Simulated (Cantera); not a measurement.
**Transport properties of process gases**

Gas mixture: 100 % H₂O, at 0.000158 atm, frozen composition.

Cantera's kinetic-theory transport with the Lennard-Jones parameters of GRI-Mech 3.0, ideal gas; thermal conductivity in the multicomponent form. Polar gases are described roughly by these parameters.

```
T (K)  ρ (kg/m³)  cp (J/kg/K)  μ (µPa s)  λ (mW/m/K)     Pr  D (cm²/s) H₂  D (cm²/s) C₂H₂  D (cm²/s) CH₄
-----  ---------  -----------  ---------  ----------  -----  ------------  --------------  -------------
400      8.67e-5         1902       14.0        36.8  0.722          9200            1910           2520
550      6.30e-5         1985       19.6        54.3  0.716         16200            3540           4640
700      4.95e-5         2082       25.2        73.7  0.714         24700            5550           7250
850      4.08e-5         2185       30.8        94.4  0.713         34500            7910          10300
1000     3.47e-5         2292       36.2         116  0.714         45500           10600          13800
1150     3.01e-5         2401       41.5         140  0.715         57600           13500          17600
1300     2.67e-5         2502       46.7         163  0.716         70700           16800          21700
1450     2.39e-5         2596       51.6         187  0.717         84900           20300          26200
1600     2.17e-5         2681       56.4         211  0.718        100000           24000          31000
```
D: mixture-averaged diffusion coefficient of that species in the mixture.
